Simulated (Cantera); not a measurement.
# Equilibrium for chlorosilane synthesis and conversion: Si + Cl2 + H2 + HCl

Charge: 1 mol Si, 1.3 mol Cl2, 17 mol H2, a varied amount of HCl, equilibrated at 502 °C and 0.130 bar.

Cantera equilibrium calculation (NASA polynomials, part measured and part estimated; ideal gas, pure solids and liquids). Candidate condensed phases: Si; 19 gas species. The tables' values for SiCl3 are old estimates; treat these amounts as uncertain. The numbers say what is thermodynamically allowed, not how fast it happens.

| n(HCl) (mol) | x H2 | x HCl | x SiCl4 | x SiHCl3 | x SiH2Cl2 | x SiCl3 | n Si(s) |
|---|---|---|---|---|---|---|---|
| 0.59 | 0.951 | 0.00124 | 0.0318 | 0.0158 | 0.000605 | 1.85e-5 | 0.131 |
| 0.75 | 0.948 | 0.00125 | 0.0333 | 0.0163 | 0.000617 | 1.91e-5 | 0.0884 |
| 0.94 | 0.946 | 0.00127 | 0.0351 | 0.0169 | 0.000632 | 1.99e-5 | 0.0374 |
| 1.2 | 0.944 | 0.00206 | 0.0415 | 0.0123 | 0.000281 | 1.44e-5 | 0 |
| 1.5 | 0.938 | 0.00879 | 0.0497 | 0.00343 | 1.83e-5 | 4.04e-6 | 0 |
| 1.9 | 0.921 | 0.0272 | 0.0510 | 0.00112 | 1.89e-6 | 1.33e-6 | 0 |
| 2.4 | 0.898 | 0.0513 | 0.0502 | 0.000568 | 4.96e-7 | 6.84e-7 | 0 |
x: gas mole fraction; n: condensed amount in mol.

From 0.59 mol HCl to 0.94 mol HCl the condensed part is Si(s). From 1.2 mol HCl to 2.4 mol HCl nothing is condensed. The main Si-bearing gas is SiCl4 throughout.
